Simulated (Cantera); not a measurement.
A Cantera script and what it prints.

```python
import numpy as np
import cantera as ct

gas_names = """
    B BF BF2 BF3 BN BO BOF BOF2 BO2 B2 B2O B2O2 B2O3 B3O3F3 F FO FO2 F2 F2O N NF NF2 NF3 NO NO2 NO3 N2
    N2O O O2 O3
""".split()
cond_names = """
    B(b) B(L) BN(s) B2O3(L)
""".split()


# ... load() reads the species with a 1 bar reference pressure and builds the phases ...
atoms = {
    'B2O3': {'B': 2, 'O': 3},
    'NF3': {'N': 1, 'F': 3},
}
top_T = {'BN(s)': 3200}  # K; cautious upper limits of use, not melting points


# ... equilibrate(T, P, feed) seeds the gas with the atoms and calls Mixture.equilibrate('TP', solver="vcs", rtol=1e-11, max_steps=5000) ...
results = []
feed = {'B2O3': 1, 'NF3': 0.86}  # mol
P = 133.322  # Pa
for T in [1225, 1250, 1275, 1300, 1325, 1350, 1375, 1400, 1425]:
    mix = equilibrate(T, P, feed)
    results.append((T, P, feed, dict(zip(mix.species_names, mix.species_moles))))

top = {s: max(r[3][s] / sum(r[3][g] for g in gas_names) for r in results) for s in gas_names}
cols = sorted((s for s in top if top[s] > 0.0001), key=lambda s: -top[s])[:9]
seen = [c for c in cond_names if any(r[3].get(c, 0) > 1e-12 for r in results)]
print("log10 of partial pressures in bar; condensed amounts in mol")
print(f"{'T/K':>10s}" + "".join(f"{s[:9]:>10s}" for s in cols + seen))
for T, P, feed, n in results:
    ng = sum(n[g] for g in gas_names)
    print(f"{T:10.4g}" + "".join(f"{np.log10(max(n[s] / ng * P / 1e5, 1e-99)):10.3f}" for s in cols)
          + "".join(f"{n.get(c, 0):10.4g}" for c in seen))
```

Result:

```
log10 of partial pressures in bar; condensed amounts in mol
       T/K       BOF       BF3        O2        N2    B3O3F3      B2O3        NO      BOF2   B2O3(L)
      1225    -3.656    -3.398    -3.403    -3.579    -4.274    -7.689    -6.728    -6.941     0.363
      1250    -3.516    -3.452    -3.424    -3.600    -4.322    -7.356    -6.671    -6.875    0.3143
      1275    -3.390    -3.529    -3.451    -3.627    -4.392    -7.036    -6.623    -6.831    0.2485
      1300    -3.281    -3.638    -3.485    -3.661    -4.494    -6.730    -6.584    -6.812    0.1629
      1325    -3.191    -3.787    -3.522    -3.698    -4.638    -6.436    -6.552    -6.826   0.05928
      1350    -3.145    -3.891    -3.545    -3.722    -4.899    -6.316    -6.509    -6.837         0
      1375    -3.137    -3.896    -3.550    -3.726    -5.258    -6.402    -6.449    -6.813         0
      1400    -3.133    -3.898    -3.552    -3.728    -5.617    -6.501    -6.389    -6.790         0
      1425    -3.132    -3.899    -3.553    -3.729    -5.968    -6.603    -6.331    -6.768         0
```

These are equilibrium values from Cantera (NASA tables, ideal gas, pure condensed phases), not measurements of a reactor.
